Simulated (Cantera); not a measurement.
What does this Cantera script print?

```python
import numpy as np
import cantera as ct

gas_names = """
    B BCL BCL2 BCL3 BH BH2 BH3 BO BOCL BO2 B2 B2O B2O2 B2O3 B3O3CL3 B3O3H3 CL CLO CL2 H HBO HBO2 HCL
    HOCL HO2 H2 H2O H2O2 H3B3O6 O OH O2 O3
""".split()
cond_names = """
    B(b) B(L) B2O3(L) B3O3H3(cr) H2O(s) H2O(L)
""".split()


# ... load() reads the species with a 1 bar reference pressure and builds the phases ...
atoms = {
    'B': {'B': 1},
    'HCl': {'H': 1, 'CL': 1},
    'O2': {'O': 2},
}
top_T = {}  # K; cautious upper limits of use, not melting points


# ... equilibrate(T, P, feed) seeds the gas with the atoms and calls Mixture.equilibrate('TP', solver="vcs", rtol=1e-11, max_steps=5000) ...
results = []
feed = {'B': 1, 'HCl': 0.21, 'O2': 1.3}  # mol
T = 1275  # K
P = 24000  # Pa
mix = equilibrate(T, P, feed)
results.append((T, P, feed, dict(zip(mix.species_names, mix.species_moles))))
x = sorted(zip(gas.X, gas.species_names), reverse=True)
print(f"T = {T:g} K  P = {P:g} Pa  gas = {mix.phase_moles(0):.4g} mol")
print("   x: " + "  ".join(f"{s} {v:.3e}" for v, s in x if v > 0.0001))
print("   condensed (mol): " + ("  ".join(f"{mix.phase(i).name} {mix.phase_moles(i):.4g}"
      for i in range(1, mix.n_phases) if mix.phase_moles(i) > 1e-12) or "none"))
```

Output:

```
T = 1275 K  P = 24000 Pa  gas = 0.7479 mol
   x: O2 7.168e-01  HCL 2.066e-01  H2O 3.659e-02  CL2 3.516e-02  CL 3.783e-03  HBO2 8.843e-04
   condensed (mol): B2O3(L) 0.4996
```

Equilibrium computed with Cantera from the NASA thermochemical tables; the gas is ideal and each condensed phase is pure. Gases not in the tables: H3BO3.
